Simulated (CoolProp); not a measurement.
Vapour-liquid equilibrium of propane (1) + R114 (2) at 1.19 MPa; x and y are mole fractions of (1).

The numbers come from the multi-fluid Helmholtz-energy mixture model, Lemmon 2009 and Platzer 1990; pair parameters Bell 2016 in CoolProp. This equation is an older, rougher fit; its heat capacities, sound speeds and derivatives of the liquid may be far off and weren't checked against measurements.

Q: Give the bubble temperature and the first vapour's composition at x = 0.45, 0.55, 0.85. Is there an azeotrope?

A: x = 0.45: 328.3 K, y = 0.695; x = 0.55: 323.4 K, y = 0.768; x = 0.85: 311.9 K, y = 0.931. No azeotrope shows between x = 0.05 and 0.95.

The pair parameters rest on a limited set of measurements; away from them the model extrapolates.
